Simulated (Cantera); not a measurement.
Feed: 1 mol HF, 0.13 mol H2O, held at 133 Pa.

Cantera equilibrium calculation (NASA polynomials, part measured and part estimated; ideal gas, pure solids and liquids). Candidate condensed phases: H2O; 22 gas species. Equilibrium is a limit: real reactors are often held back by kinetics, nucleation or transport. All values below are at 3000 K.

Base state: HF 0.442, H 0.310, F 0.165, O 0.0755, H2 0.00514, OH 0.00204, O2 0.000593, H2O 0.000102 (mole fractions); condensed: gas only.

What changes in the equilibrium state with this change: HF replaced by PH3?


```tsv
species	before	after
H	0.310	0.736
P	0	0.190
H2	0.00514	0.0290
HF	0.442	0
F	0.165	0
PO	0	0.0280
P2	0	0.0125
O	0.0755	0.00337
PH	0	0.000310
PO2	0	1.90e-5
O2	0.000593	1.18e-6
```
Gases not in the tables: HPO2, HPO3 and P4O6. Further candidate phases: P, P4O10.
